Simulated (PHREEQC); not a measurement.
Solution (25 °C): 0.32 mmol/kgw PbCl2, 71 mmol/kgw NaCl and 2.7 mmol/kgw Cu(NO3)2. Closed to the air; pH follows from the charge balance.

Computed with PHREEQC (ion-association model, wateq4f.dat).

This is a speciation only: nothing precipitates in the calculation.

**Question.** Estimate the pH.

**Answer.** pH 5.16.

**Question.** In which forms is Cu present?

**Answer.** Cu+2 92 %, CuCl+ 7.5 % of the Cu.

Examples of supersaturated solids here: Atacamite. Others may be too.
